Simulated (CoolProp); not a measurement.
A Linde-Hampson liquefier for dry air: isothermal reversible compression at 200 K from 1 atm to 5 MPa, throttling to 1 atm, return gas leaving the recuperator 10 K below the feed. Each further row changes one setting.

Computed with CoolProp (reference Helmholtz-energy equation of state, Lemmon 2000). It is a pseudo-pure fit of the blend.

| case | liquid yield per pass | compression work (kJ/kg of gas) |
|---|---|---|
| as stated | [?] | 217 |
| high pressure 10 MPa | [?] | [?] |
| warm-end temperature 230 K | 0.025 | 253 |
| warm-end gap 15 K | [?] | 217 |

Problem. Fill in the missing entries.

Solution. 
- as stated, liquid yield per pass: 0.048
- high pressure 10 MPa, liquid yield per pass: 0.130
- high pressure 10 MPa, compression work (kJ/kg of gas): 251
- warm-end gap 15 K, liquid yield per pass: 0.032
